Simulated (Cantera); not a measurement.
Cantera with NASA thermochemical tables; ideal gases at 1 bar, condensed phases pure. Values are per mole of reaction as written; species without (g) are pure solids or liquids, kept so even where they would boil at 1 bar. VN: taken at fixed stoichiometry.

N₂O(g) + 3 V₂O₃ ⇌ 2 VN + 2 V₂O₅

```json
[
 {"T (K)": "723", "ΔH° (kJ)": "38.3", "ΔS° (J/K)": "-182.2", "ΔG° (kJ)": "170.0", "log10 K": "-12.28", "condensed phases": "V₂O₃(s), VN(s), V₂O₅(s)"},
 {"T (K)": "923", "ΔH° (kJ)": "39.5", "ΔS° (J/K)": "-180.7", "ΔG° (kJ)": "206.3", "log10 K": "-11.68", "condensed phases": "V₂O₃(s), VN(s), V₂O₅(s)"},
 {"T (K)": "1123", "ΔH° (kJ)": "171.9", "ΔS° (J/K)": "-40.6", "ΔG° (kJ)": "217.5", "log10 K": "-10.12", "condensed phases": "V₂O₃(s), VN(s), V₂O₅(l)"},
 {"T (K)": "1323", "ΔH° (kJ)": "___", "ΔS° (J/K)": "___", "ΔG° (kJ)": "___", "log10 K": "___", "condensed phases": "V₂O₃(s), VN(s), V₂O₅(l)"},
 {"T (K)": "1523", "ΔH° (kJ)": "___", "ΔS° (J/K)": "___", "ΔG° (kJ)": "___", "log10 K": "___", "condensed phases": "V₂O₃(s), VN(s), V₂O₅(l)"}
]
```

Problem. What belongs in the gaps?

Solution. 
- 1323, ΔH° (kJ): 172.6
- 1323, ΔS° (J/K): -40.0
- 1323, ΔG° (kJ): 225.5
- 1323, log10 K: -8.90
- 1523, ΔH° (kJ): 170.1
- 1523, ΔS° (J/K): -41.7
- 1523, ΔG° (kJ): 233.6
- 1523, log10 K: -8.01
